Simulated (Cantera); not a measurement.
# Silicon carbide growth: (CH₃)₂SiCl₂ + H₂

Input: 1 mol (CH₃)₂SiCl₂, 260 mol H₂, at 1025 K and 0.290 bar.

Method: chemical equilibrium by Gibbs-energy minimisation in Cantera with the NASA 1993 tables (ideal gas, pure condensed phases). Candidate condensed phases: C, C₆H₆, C₇H₈, C₈H₁₈, Si, SiC; 109 gas species. The feed counts by its element totals alone. Kinetics and transport are ignored.

```
Quantity                                   Result
--------------------------------------  ---------
x(H₂)                                       0.989
x(HCl)                                    0.00756
x(CH₄)                                    0.00381
x(SiHCl₃)                                 5.88e-6
x(SiCl₄)                                  5.23e-6
n(SiC(s))                               0.997 mol
gas amount                              263.0 mol
log10 activity of C(graphite) (absent)      -0.74
log10 activity of Si(s) (absent)            -2.58
```
